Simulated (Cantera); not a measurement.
A freely propagating, adiabatic, planar premixed flame of 24.1 % H2, 19.3 % O2, 56.6 % N2, unburnt at 373 K and 0.987 atm; mixture-averaged transport, grid criteria slope 0.08 and curve 0.16, no radiation.

Detailed kinetics in Cantera: the H2/O2 subset of GRI-Mech 3.0, which has no nitrogen chemistry. Burning velocities carry a grid error of a few per cent, more on coarse grids. Lean hydrogen flames are cellular in practice and burn faster than this planar one.

Q: Predict: laminar burning velocity; thermal thickness; peak x(H2O2); peak x(HO2); peak x(H).

A: 
- laminar burning velocity = 228 cm/s
- thermal thickness = 0.333 mm
- peak x(H2O2) = 8.02e-5
- peak x(HO2) = 0.000486
- peak x(H) = 0.0209
